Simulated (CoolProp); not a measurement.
Chloromethane (R40) at 293.15 K and 0.842 MPa is throttled through a valve to 0.334 MPa with no heat exchange. Each further row changes one setting.

Model: reference Helmholtz-energy equation of state, Thol 2014, in CoolProp.

```tsv
case	temperature change (K)	final phase	final density (kg/m³)
as stated	?	?	131
outlet pressure 0.1 MPa	-44.3	?	15.1
outlet pressure 0.434 MPa	?	?	338
```

Question: What belongs in the gaps?

Answer: 
- as stated, temperature change (K): -12.6
- as stated, final phase: two-phase, vapour fraction 0.052
- outlet pressure 0.1 MPa, final phase: two-phase, vapour fraction 0.165
- outlet pressure 0.434 MPa, temperature change (K): -4.5
- outlet pressure 0.434 MPa, final phase: two-phase, vapour fraction 0.019
